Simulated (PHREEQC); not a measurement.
A made-up water analysis in mg/kgw, 25 °C, pH 2.02, pe 8.7:

| constituent | mg/kgw |
|---|---|
| Na | 1470 |
| K | 16.9 |
| Ca | 152 |
| Mg | 10.7 |
| Cl | 864 |
| S(6) as SO4 | 3190 |
| O(0) (dissolved oxygen) | 0.881 |
| Si as SiO2 | 24.2 |

Valence states are taken as typed.

Model: ion-association model, phreeqc.dat, run in PHREEQC.

Question: The ionic strength comes out as 0.101 mol/kgw. What activity coefficients do HSO4-, CaHSO4+, Cl-, Mg+2, K+ get?

Answer: HSO4- 0.78, CaHSO4+ 0.78, Cl- 0.77, Mg+2 0.41, K+ 0.76.

Precipitation was switched off in this run. The solution is supersaturated, for example in Quartz (slow to form), Chalcedony (slow to form), so a real one may precipitate; this is no full list.
